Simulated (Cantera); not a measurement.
Equilibrium for chlorosilane synthesis and conversion: SiCl4 + Cl2 + H2

Input: 1 mol SiCl4, a varied amount of Cl2, 2.1 mol H2, at 525 K and 100000 Pa.

Equilibrium computed with Cantera from the NASA thermochemical tables; the gas is ideal and each condensed phase is pure. Candidate condensed phases: Si; 19 gas species. The numbers say what is thermodynamically allowed, not how fast it happens.

From 0.5 mol Cl2 to 2.3 mol Cl2 nothing is condensed. The main Si-bearing gas is SiCl4 throughout.

| n(Cl2) (mol) | x HCl | x H2 | x SiCl4 | x Cl2 | x SiHCl3 |
|---|---|---|---|---|---|
| 0.5 | 0.278 | 0.444 | 0.278 | <1e-12 | 1.60e-6 |
| 0.61 | 0.329 | 0.402 | 0.270 | <1e-12 | 1.19e-6 |
| 0.73 | 0.381 | 0.358 | 0.261 | <1e-12 | 8.84e-7 |
| 0.89 | 0.446 | 0.303 | 0.251 | <1e-12 | 6.15e-7 |
| 1.1 | 0.524 | 0.238 | 0.238 | <1e-12 | 3.91e-7 |
| 1.3 | 0.591 | 0.182 | 0.227 | <1e-12 | 2.52e-7 |
| 1.6 | 0.681 | 0.106 | 0.213 | <1e-12 | 1.20e-7 |
| 1.9 | 0.760 | 0.0400 | 0.200 | <1e-12 | 3.80e-8 |
| 2.3 | 0.778 | <1e-12 | 0.185 | 0.0370 | <1e-12 |
x: gas mole fraction; nothing condenses.
